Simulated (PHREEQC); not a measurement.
A made-up water analysis in mmol/kgw, 65 °C, pH 6.93, pe 11.7:

| constituent | mmol/kgw |
|---|---|
| Na | 0.0521 |
| K | 0.0251 |
| Ca | 0.103 |
| Mg | 0.0161 |
| Cl | 0.26 |
| S(6) | 0.000958 |
| Alkalinity (meq/kgw) | 0.0535 |
| O(0) (counted as O atoms) | 0.00042 |
| N(5) | 0.00503 |

Valence states are taken as typed.

The numbers come from PHREEQC with the ion-association model, phreeqc.dat.

No solid was allowed to form.

Problem. Order these C species by the share of C that they hold, largest first: HCO3-, CO2, CaHCO3+.

Solution. HCO3- (81 %), CO2 (18 %), CaHCO3+ (0.13 %)

The pH is 6.93 and the ionic strength 0.000438 mol/kgw. Constants without temperature data keep their 25 °C values here.
